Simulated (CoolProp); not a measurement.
R507A along the isotherm 367.2 K: Z from the reference equation and from simpler models built on Tc = 343.8 K, pc = 37.05 bar, ω = 0.286; each cubic takes its own stable root.

The numbers come from the reference Helmholtz-energy equation of state, Lemmon 2003 in CoolProp. It is a pseudo-pure fit of the blend.

```
p (bar)          phase   reference  Redlich-Kwong  Soave-Redlich-Kwong  Peng-Robinson
-------  -------------  ----------  -------------  -------------------  -------------
13.2               gas      0.8914         0.8934               0.8979         0.8858
26.5               gas      0.7653         0.7677           (withheld)         0.7573
39.7     supercritical      0.6117         0.6076               0.6369         0.6075
52.9     supercritical      0.4139         0.4085               0.4679         0.4397
66.2     supercritical      0.3340         0.3821               0.4133         0.3821
79.4     supercritical      0.3507         0.4075               0.4295         0.3935
92.6     supercritical      0.3814         0.4420               0.4602         0.4196
106      supercritical      0.4163         0.4798               0.4960     (withheld)
119      supercritical      0.4515         0.5174               0.5324         0.4831
132      supercritical      0.4871         0.5553               0.5694         0.5160
146      supercritical      0.5255         0.5961               0.6096         0.5518
159      supercritical      0.5612         0.6338               0.6468         0.5851
172      supercritical      0.5967         0.6714               0.6840         0.6183
185      supercritical  (withheld)         0.7086               0.7209         0.6514
```

**Question.** Complete the blanks.

**Answer.** 
- 26.5, Soave-Redlich-Kwong: 0.7799
- 106, Peng-Robinson: 0.4509
- 185, reference: 0.6321
